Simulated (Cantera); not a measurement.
Input: 1 mol Fe, 4.5 mol H2O, a varied amount of CO, at 1000 K and 320000 Pa.

Cantera equilibrium calculation (NASA polynomials, part measured and part estimated; ideal gas, pure solids and liquids). Candidate condensed phases: C, C6H6, C7H8, C8H18, Fe, Fe(CO)5, FeO, Fe(OH)2, Fe(OH)3, Fe2O3, Fe3O4, H2O; 114 gas species. The tables' stoichiometric FeO is somewhat more stable than real wüstite, so its field is too wide. FeO: taken at fixed stoichiometry. Equilibrium is a limit: real reactors are often held back by kinetics, nucleation or transport.

Question: Which condensed phases are stable at each of these points (n(CO) (mol)): 1.6, 2, 2.6, 3.4, 4.4, 5.7, 7.3, 9.4, 12, 16, 20, 26?

Answer: 
```tsv
n(CO) (mol)	condensed phases	Fe condensed (%)
1.6	FeO(s)	100.0
2	FeO(s)	100.0
2.6	FeO(s)	100.0
3.4	FeO(s)	100.0
4.4	FeO(s)	100.0
5.7	FeO(s)	100.0
7.3	C(graphite) + FeO(s)	100.0
9.4	C(graphite) + FeO(s)	100.0
12	C(graphite) + FeO(s)	100.0
16	C(graphite) + FeO(s)	100.0
20	C(graphite) + FeO(s)	100.0
26	C(graphite) + FeO(s)	100.0
```

From 1.6 mol CO to 5.7 mol CO the condensed part is FeO(s). From 7.3 mol CO to 26 mol CO the condensed part is C(graphite) + FeO(s).
